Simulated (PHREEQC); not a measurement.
**Spent oxide etchant (model solution)**

Consider water at 25 °C with 0.0057 mol/kgw HF, 0.00043 mol/kgw (NH4)2SiF6 and 1.9e-05 mol/kgw H3AsO4. Closed to the air; pH follows from the charge balance.

Computed with PHREEQC (ion-association model, wateq4f.dat).

Precipitation was switched off in this run.

Predict the pH.

pH 2.79.

In which forms is As present?

H2AsO4- 77 %, H3AsO4 23 % of the As.

SiF6-2 is the database's only silicon fluoride.
